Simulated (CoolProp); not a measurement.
Vapour-liquid equilibrium of hydrogen chloride (1) + n-butane (2) at 214 K; x and y are mole fractions of (1).

Model: multi-fluid Helmholtz-energy mixture model, Thol 2018 and Bücker 2006; pair parameters Bell 2016, in CoolProp.

```csv
x,bubble pressure (MPa),y at the bubble point,dew pressure at overall composition x (MPa),liquid density (mol/L)
0.05,0.05312,0.903,0.005584,11.77
0.2,0.1766,0.973,0.006629,13.14
0.35,0.2483,0.982,0.008154,14.80
0.5,0.2787,0.985,0.01059,16.87
0.65,0.2932,0.987,0.01509,19.55
0.8,0.3114,0.989,0.02626,23.18
0.95,0.3456,0.996,0.1008,28.39
```

No azeotrope shows between x = 0.05 and 0.95.

The pair parameters rest on a limited set of measurements; away from them the model extrapolates. With so large a gap from Raoult's law the liquid may split in two, which this calculation doesn't test in full.
